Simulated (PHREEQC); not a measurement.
Make-up at 25 °C: 11 mmol/kgw TMAH and 2.6 mmol/kgw CO2. Closed to the air; pH follows from the charge balance.

Computed with PHREEQC (ion-association model, phreeqc.dat).

| quantity | before | after |
|---|---|---|
| pH | 11.71 | 7.04 |
| ionic strength (mol/kgw) | 0.0135 | 0.0110 |

Name the change that produced these shifts.
A. CO2 left out
B. TMAH replaced by (CH3)4NCl at the same molality
C. temperature from 25 to 30 °C
D. CO2 from 0.0026 to 0.0052 mol/kgw
E. CO2 from 0.0026 to 0.013 mol/kgw

E, CO2 from 0.0026 to 0.013 mol/kgw

This is a speciation only: nothing precipitates in the calculation. (CH3)4N+ isn't in the database: it is added as a free cation with an ion size of 4 Å.
